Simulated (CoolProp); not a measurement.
Vapour pressure (MPa) of hydrogen sulfide: the reference equation beside estimates from Tc = 100.0 °C, pc = 8.999 MPa, ω = 0.101. Clausius-Clapeyron is anchored at 11.55 °C with a constant enthalpy of vaporisation of 15.08 kJ/mol.

Values from CoolProp's reference Helmholtz-energy equation of state, Lemmon 2006. It is a short technical equation, of lower accuracy than the large ones.

```
T (°C)  reference  Clausius-Clapeyron  van der Waals  Soave-Redlich-Kwong  Peng-Robinson
------  ---------  ------------------  -------------  -------------------  -------------
2.15        1.099               1.149          2.348                1.103          1.098
6.85        1.256               1.283          2.549                1.261          1.254
11.55       1.428               1.428          2.762                1.436          1.426
16.25       1.617               1.584          2.986                1.628          1.616
20.95       1.824               1.751          3.221                1.838          1.823
25.65       2.050               1.929          3.467                2.067          2.049
30.35       2.295               2.119          3.725                2.317          2.295
35.05       2.560               2.321          3.994                2.587          2.562
39.75       2.847               2.536          4.276                2.879          2.851
44.45       3.156               2.763          4.569                3.194          3.163
49.15       3.489               3.003          4.875                3.533          3.499
53.85       3.847               3.256          5.193                3.897          3.861
58.55       4.231               3.522          5.524                4.287          4.249
63.25       4.642               3.802          5.867                4.704          4.664
```

Absolute difference from the reference over all 14 rows, mean and median: Clausius-Clapeyron 8.8 and 8.5 %, van der Waals 63.2 and 59.2 %, Soave-Redlich-Kwong 0.9 and 1.0 %, Peng-Robinson 0.2 and 0.1 %.
